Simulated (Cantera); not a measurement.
An isothermal plug-flow reactor at 1075 K and 1.00 bar (inlet), inlet velocity 0.17 m/s, active area per volume 160 1/m; feed CH₄ : O₂ : N₂ = 0.0072 : 0.11 : 0.79 (molar parts).

Model: Deutschmann's 1995 Pt surface mechanism with GRI-Mech 3.0 gas chemistry, integrated in Cantera. Catalytic surfaces can have several steady states; this one follows from the mechanism file's or the stated starting coverage. Mass transfer to the wall is taken as infinitely fast.

### Question
What does this change do: temperature 1075 to 1125 K?

### Answer
| quantity | before | after |
|---|---|---|
| x(CH₄) at z = 0.0092 m | 0.00204 | 0.000744 |
| x(O₂) at z = 0.0092 m | 0.110 | 0.107 |
| x(H₂O) at z = 0.0092 m | 0.0116 | 0.0141 |
| x(CO₂) at z = 0.0092 m | 0.00573 | 0.00695 |
| x(CO) at z = 0.0092 m | 2.16e-6 | 2.54e-6 |
| θ(free Pt) at the exit | 0.274 | 0.330 |
| θ(O*) at the exit | 0.725 | 0.668 |
| θ(OH*) at the exit | 0.00169 | 0.00170 |
